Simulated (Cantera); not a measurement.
Charge: 1 mol ZrN, 2.7 mol N2, at 13.3 mbar.

Cantera equilibrium calculation (NASA polynomials, part measured and part estimated; ideal gas, pure solids and liquids). Candidate condensed phases: Zr, ZrN; 9 gas species. Ions and electrons are included (thermal ionisation). ZrN: taken at fixed stoichiometry. The numbers say what is thermodynamically allowed, not how fast it happens.

### Question
What share of the Zr ends up in condensed phases as a function of T (K), at 2000, 2500, 3000, 3500, 4000, 4500, 5000?

### Answer
```json
[
 {"T (K)": "2000", "Zr condensed (%)": "100.0", "as": "ZrN(s)"},
 {"T (K)": "2500", "Zr condensed (%)": "100.0", "as": "ZrN(s)"},
 {"T (K)": "3000", "Zr condensed (%)": "98.5", "as": "ZrN(s)"},
 {"T (K)": "3500", "Zr condensed (%)": "0.0", "as": "-"},
 {"T (K)": "4000", "Zr condensed (%)": "0.0", "as": "-"},
 {"T (K)": "4500", "Zr condensed (%)": "0.0", "as": "-"},
 {"T (K)": "5000", "Zr condensed (%)": "0.0", "as": "-"}
]
```
